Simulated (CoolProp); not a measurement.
Vapour pressure (bar) of CH3F (R41): the reference equation beside estimates from Tc = 317.3 K, pc = 59.06 bar, ω = 0.200.

Model: reference Helmholtz-energy equation of state, Lemmon 2006, in CoolProp. It is a short technical equation, of lower accuracy than the large ones.

```json
[
 {"T (K)": "188.6", "reference": "0.7113", "van der Waals": "4.861", "Peng-Robinson": "0.6932"},
 {"T (K)": "192.7", "reference": "0.9016", "van der Waals": "5.502", "Peng-Robinson": "0.8815"},
 {"T (K)": "196.7", "reference": "1.124", "van der Waals": "6.181", "Peng-Robinson": "1.103"},
 {"T (K)": "200.8", "reference": "1.395", "van der Waals": "6.934", "Peng-Robinson": "1.372"},
 {"T (K)": "204.9", "reference": "1.715", "van der Waals": "(withheld)", "Peng-Robinson": "1.692"},
 {"T (K)": "208.9", "reference": "2.080", "van der Waals": "8.597", "Peng-Robinson": "2.057"},
 {"T (K)": "213", "reference": "2.513", "van der Waals": "9.532", "Peng-Robinson": "2.492"},
 {"T (K)": "217.1", "reference": "(withheld)", "van der Waals": "10.53", "Peng-Robinson": "2.995"},
 {"T (K)": "221.1", "reference": "(withheld)", "van der Waals": "11.57", "Peng-Robinson": "3.558"},
 {"T (K)": "225.2", "reference": "4.225", "van der Waals": "12.70", "Peng-Robinson": "4.216"}
]
```

Q: Complete the blanks.

A: 
- 204.9, van der Waals: 7.746
- 217.1, reference: 3.014
- 221.1, reference: 3.573

Absolute difference from the reference over all 10 rows, mean and median: van der Waals 355.9 and 332.5 %, Peng-Robinson 1.3 and 1.2 %.
